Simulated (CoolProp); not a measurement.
Vapour-liquid equilibrium of R134a (1) + R124 (2) at 0.677 MPa; x and y are mole fractions of (1).

Computed with CoolProp (multi-fluid Helmholtz-energy mixture model, Tillner-Roth 1994 and de Vries 1995; pair parameters Bell 2016).

```
x     bubble temperature (K)  y at the bubble point  dew temperature at overall composition x (K)  liquid density (mol/L)
----  ----------------------  ---------------------  --------------------------------------------  ----------------------
0.05                   316.4                  0.082                                         317.0                   9.513
0.2                    312.2                  0.294                                         314.1                   9.841
0.35                   308.7                  0.467                                         311.1                   10.17
0.5                    305.8                  0.612                                         308.1                   10.52
0.65                   303.3                  0.739                                         305.0                   10.88
0.8                    301.2                  0.854                                         302.1                   11.26
0.95                   299.3                  0.964                                         299.5                   11.66
```

No azeotrope shows between x = 0.05 and 0.95.

Pair parameters are fitted to limited data, so mixtures are less certain than the pure fluids.
